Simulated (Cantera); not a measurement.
A perfectly stirred reactor is fed with C3H8 : H2 = 1 : 2.9 (molar parts), at 0.000474 atm; it is held at 1948 K, and followed from long to short residence time.

Detailed kinetics in Cantera: GRI-Mech 3.0 (53 species, 325 reactions). GRI-Mech 3.0 was tuned for natural gas; its chemistry of propane as a main component is partial and can be far from experiment. GRI-Mech 3.0 stops at C3 and has no aromatics, soot or wall deposition, so with more carbon than oxygen in the feed, carbon stays in small species such as C2H2 where larger ones or solid carbon would form. Radical loss at walls, strong at low pressure, is not modelled.

```json
[
 {"quantity": "x(C3H8) at τ = 1.10 s", "before": "8.01e-5", "after": "0.00162"},
 {"quantity": "x(H2) at τ = 1.10 s", "before": "0.743", "after": "0.667"},
 {"quantity": "x(CH4) at τ = 1.10 s", "before": "0.0394", "after": "0.145"},
 {"quantity": "x(H) at τ = 1.10 s", "before": "0.00692", "after": "0.00132"},
 {"quantity": "x(C2H6) at τ = 1.10 s", "before": "1.20e-5", "after": "0.000162"},
 {"quantity": "x(C3H8) at τ = 39.0 ms", "before": "0.00221", "after": "0.0337"},
 {"quantity": "x(H2) at τ = 39.0 ms", "before": "0.659", "after": "0.622"},
 {"quantity": "x(CH4) at τ = 39.0 ms", "before": "0.125", "after": "0.157"},
 {"quantity": "x(H) at τ = 39.0 ms", "before": "0.00835", "after": "0.00187"},
 {"quantity": "x(C2H6) at τ = 39.0 ms", "before": "0.000220", "after": "0.00113"}
]
```

### Question
Name the change that produced these shifts.
(A) temperature 1948 to 1475 K
(B) H2 2.9 to 6.7 parts
(C) temperature 1948 to 1225 K
(D) C3H8 1 to 6.8 parts

### Answer
A, temperature 1948 to 1475 K
